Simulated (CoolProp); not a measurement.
Saturation properties of n-decane (Tc = 617.7 K, pc = 2.101 MPa, ω = 0.488).

Values from CoolProp's reference Helmholtz-energy equation of state, Lemmon 2006. It is a short technical equation, of lower accuracy than the large ones.

```json
[
 {"T (K)": "491.9", "p (MPa)": "0.2791", "liquid density (kg/m³)": "560.0", "vapour viscosity (µPa s)": "8.47", "liquid conductivity (mW/(m K))": "86.7"},
 {"T (K)": "499.2", "p (MPa)": "0.3228", "liquid density (kg/m³)": "…", "vapour viscosity (µPa s)": "…", "liquid conductivity (mW/(m K))": "85.5"},
 {"T (K)": "506.5", "p (MPa)": "0.3716", "liquid density (kg/m³)": "544.0", "vapour viscosity (µPa s)": "8.75", "liquid conductivity (mW/(m K))": "84.3"},
 {"T (K)": "513.8", "p (MPa)": "0.4259", "liquid density (kg/m³)": "535.6", "vapour viscosity (µPa s)": "8.91", "liquid conductivity (mW/(m K))": "83.1"},
 {"T (K)": "521.1", "p (MPa)": "0.4861", "liquid density (kg/m³)": "526.8", "vapour viscosity (µPa s)": "…", "liquid conductivity (mW/(m K))": "82.0"},
 {"T (K)": "528.4", "p (MPa)": "0.5526", "liquid density (kg/m³)": "517.7", "vapour viscosity (µPa s)": "9.26", "liquid conductivity (mW/(m K))": "…"},
 {"T (K)": "535.7", "p (MPa)": "0.6258", "liquid density (kg/m³)": "508.1", "vapour viscosity (µPa s)": "9.46", "liquid conductivity (mW/(m K))": "…"},
 {"T (K)": "543", "p (MPa)": "0.7062", "liquid density (kg/m³)": "498.1", "vapour viscosity (µPa s)": "9.69", "liquid conductivity (mW/(m K))": "78.8"},
 {"T (K)": "550.3", "p (MPa)": "0.7943", "liquid density (kg/m³)": "487.4", "vapour viscosity (µPa s)": "9.94", "liquid conductivity (mW/(m K))": "77.8"},
 {"T (K)": "557.6", "p (MPa)": "0.8907", "liquid density (kg/m³)": "476.0", "vapour viscosity (µPa s)": "10.2", "liquid conductivity (mW/(m K))": "76.8"}
]
```

Q: What belongs in the gaps?

A: 
- 499.2, liquid density (kg/m³): 552.1
- 499.2, vapour viscosity (µPa s): 8.61
- 521.1, vapour viscosity (µPa s): 9.08
- 528.4, liquid conductivity (mW/(m K)): 80.9
- 535.7, liquid conductivity (mW/(m K)): 79.8

It boils at 447.3 K under 1 atm.

Viscosity comes from a separate model (Huber 2004). Thermal conductivity comes from a separate model (Huber 2005).
